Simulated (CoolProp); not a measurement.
Saturation properties of R1224YDZ (Tc = 428.7 K, pc = 3334 kPa, ω = 0.325).

Computed with CoolProp (reference Helmholtz-energy equation of state, Akasaka 2023).

| T (K) | p (kPa) | liquid density (kg/m³) | liquid cp (kJ/(kg K)) |
|---|---|---|---|
| 283.2 | 83.88 | 1400 | 1.120 |
| 292.4 | 119.7 | 1376 | 1.138 |
| 301.5 | ? | 1351 | 1.156 |
| 310.7 | 225.4 | 1325 | 1.177 |
| 319.9 | 300.2 | 1298 | ? |
| 329 | 391.3 | 1270 | 1.222 |
| 338.2 | 503.4 | 1240 | 1.248 |
| 347.4 | 637.9 | 1209 | 1.277 |
| 356.5 | ? | 1177 | ? |
| 365.7 | 983.5 | ? | 1.348 |
| 374.9 | 1202 | 1104 | 1.394 |
| 384 | 1453 | 1063 | 1.451 |
| 393.2 | 1745 | ? | ? |

Q: Complete the blanks.

A: 
- 301.5, p (kPa): 165.8
- 319.9, liquid cp (kJ/(kg K)): 1.198
- 356.5, p (kPa): 795.9
- 356.5, liquid cp (kJ/(kg K)): 1.310
- 365.7, liquid density (kg/m³): 1142
- 393.2, liquid density (kg/m³): 1017
- 393.2, liquid cp (kJ/(kg K)): 1.528

It boils at 288.0 K under 1 atm.
